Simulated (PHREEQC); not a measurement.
Acid rinse or clean: speciation

Consider water at 70 °C with 0.00066 mol HBr, 0.00014 mol NaCl and 4.9e-05 mol KCl per kg of water. Closed to the air; pH follows from the charge balance.

The numbers come from PHREEQC with the ion-association model, wateq4f.dat.

No solid was allowed to form.

**Question.** Predict the pH.

**Answer.** pH 3.19.

Constants without temperature data keep their 25 °C values here.
